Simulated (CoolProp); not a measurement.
Properties of normal hydrogen along the isobar 0.101 MPa.

The numbers come from the reference Helmholtz-energy equation of state, Leachman 2009 in CoolProp.

```json
[
 {"T (K)": "26.5", "phase": "gas", "Z": "0.9534", "viscosity (µPa s)": "1.35", "conductivity (mW/(m K))": "21.8", "fugacity coefficient": "0.9554"},
 {"T (K)": "38.4", "phase": "gas", "Z": "0.9828", "viscosity (µPa s)": "1.92", "conductivity (mW/(m K))": "30.2", "fugacity coefficient": "0.9830"},
 {"T (K)": "50.3", "phase": "gas", "Z": "0.9921", "viscosity (µPa s)": "2.42", "conductivity (mW/(m K))": "38.0", "fugacity coefficient": "0.9922"},
 {"T (K)": "62.1", "phase": "gas", "Z": "0.9961", "viscosity (µPa s)": "2.87", "conductivity (mW/(m K))": "45.3", "fugacity coefficient": "0.9961"},
 {"T (K)": "74", "phase": "gas", "Z": "0.9980", "viscosity (µPa s)": "3.29", "conductivity (mW/(m K))": "(withheld)", "fugacity coefficient": "0.9980"},
 {"T (K)": "85.8", "phase": "gas", "Z": "0.9991", "viscosity (µPa s)": "(withheld)", "conductivity (mW/(m K))": "(withheld)", "fugacity coefficient": "0.9991"},
 {"T (K)": "97.7", "phase": "gas", "Z": "0.9997", "viscosity (µPa s)": "4.05", "conductivity (mW/(m K))": "66.9", "fugacity coefficient": "0.9997"},
 {"T (K)": "109.5", "phase": "gas", "Z": "1.000", "viscosity (µPa s)": "4.40", "conductivity (mW/(m K))": "(withheld)", "fugacity coefficient": "1.000"},
 {"T (K)": "121.4", "phase": "gas", "Z": "1.000", "viscosity (µPa s)": "4.74", "conductivity (mW/(m K))": "82.2", "fugacity coefficient": "1.000"},
 {"T (K)": "133.3", "phase": "gas", "Z": "1.000", "viscosity (µPa s)": "5.07", "conductivity (mW/(m K))": "90.0", "fugacity coefficient": "1.000"},
 {"T (K)": "145.1", "phase": "gas", "Z": "1.001", "viscosity (µPa s)": "5.39", "conductivity (mW/(m K))": "(withheld)", "fugacity coefficient": "1.001"},
 {"T (K)": "157", "phase": "gas", "Z": "1.001", "viscosity (µPa s)": "5.70", "conductivity (mW/(m K))": "106", "fugacity coefficient": "1.001"}
]
```

Question: What belongs in the gaps?

Answer: 
- 74, conductivity (mW/(m K)): 52.4
- 85.8, viscosity (µPa s): 3.68
- 85.8, conductivity (mW/(m K)): 59.6
- 109.5, conductivity (mW/(m K)): 74.4
- 145.1, conductivity (mW/(m K)): 97.9

Viscosity comes from a separate model (Muzny 2013). Thermal conductivity comes from a separate model (Assael 2011).
